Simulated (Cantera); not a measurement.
Cantera run, input and output.

```python
import numpy as np
import cantera as ct

gas = ct.Solution("gri30.yaml")
gas.TPX = 525, 830000, {'C3H8': 1, 'O2': 5.21, 'N2': 18.2}
flame = ct.FreeFlame(gas, width=0.0091)
flame.set_refine_criteria(ratio=3, slope=0.08, curve=0.16)
flame.transport_model = "mixture-averaged"
flame.solve(loglevel=0, auto=True)
z, T = flame.grid, flame.T
thick = (T[-1] - T[0]) / np.gradient(T, z).max()
show = ['C3H8', 'O2', 'CH4', 'C2H', 'H2', 'HCO']
print(f"laminar burning velocity  {flame.velocity[0] * 100:.3f} cm/s")
print(f"burnt temperature         {T[-1]:.1f} K")
print(f"thermal thickness         {thick * 1e3:.4f} mm")
print(f"grid points               {len(z)}")
z0 = z[flame.heat_release_rate.argmax()]
print(f"{'z/mm':>9s}{'T/K':>9s}{'u/(m/s)':>9s}" + "".join(f"{s:>11s}" for s in show))
rows = []
for k in (-3, -2, -1.5, -1, -0.5, -0.25, 0, 0.25, 0.5, 1, 2, 4, 8):
    zz = z0 + k * thick
    rows.append([k * thick, np.interp(zz, z, T), np.interp(zz, z, flame.velocity),
                 *(np.interp(zz, z, flame.X[gas.species_index(s)]) for s in show)])
    print(f"{rows[-1][0] * 1e3:9.3f}{rows[-1][1]:9.1f}{rows[-1][2]:9.3f}" + "".join(f"{x:11.3e}" for x in rows[-1][3:]))
```

It prints:

```
laminar burning velocity  76.771 cm/s
burnt temperature         2476.9 K
thermal thickness         0.0484 mm
grid points               154
     z/mm      T/K  u/(m/s)       C3H8         O2        CH4        C2H         H2        HCO
   -0.145    525.2    0.768  4.094e-02  2.133e-01  8.000e-07  1.530e-26  7.084e-04  4.938e-19
   -0.097    526.9    0.772  4.089e-02  2.128e-01  8.187e-06  4.939e-23  1.992e-03  7.126e-16
   -0.073    534.0    0.784  4.080e-02  2.118e-01  3.558e-05  1.220e-20  3.529e-03  1.385e-13
   -0.048    587.3    0.868  4.023e-02  2.057e-01  2.189e-04  6.251e-17  6.514e-03  1.638e-10
   -0.024    951.1    1.440  3.110e-02  1.673e-01  1.372e-03  2.252e-11  1.139e-02  2.937e-07
   -0.012   1378.6    2.145  1.298e-02  1.214e-01  2.547e-03  1.980e-08  1.394e-02  1.248e-05
    0.000   1820.8    2.888  4.624e-04  7.127e-02  1.737e-03  1.678e-06  1.371e-02  5.593e-05
    0.012   2040.6    3.231  3.262e-07  4.318e-02  2.255e-04  1.515e-06  9.986e-03  1.458e-05
    0.024   2135.4    3.360  3.541e-11  3.217e-02  1.267e-05  9.638e-08  7.954e-03  1.262e-06
    0.048   2242.1    3.499  1.644e-17  2.447e-02  4.286e-08  1.695e-10  6.809e-03  1.255e-07
    0.097   2344.2    3.634  2.332e-26  1.926e-02  5.144e-12  8.071e-15  5.374e-03  4.673e-08
    0.193   2419.9    3.733  1.633e-35  1.556e-02  1.050e-14  4.012e-19  3.868e-03  1.700e-08
    0.387   2461.0    3.786  1.891e-38  1.339e-02  5.575e-16  6.890e-21  2.980e-03  8.130e-09
```

Detailed kinetics in Cantera: GRI-Mech 3.0 (53 species, 325 reactions). GRI-Mech 3.0 was tuned for natural gas; its chemistry of propane as a main component is partial and can be far from experiment. Burning velocities carry a grid error of a few per cent, more on coarse grids.
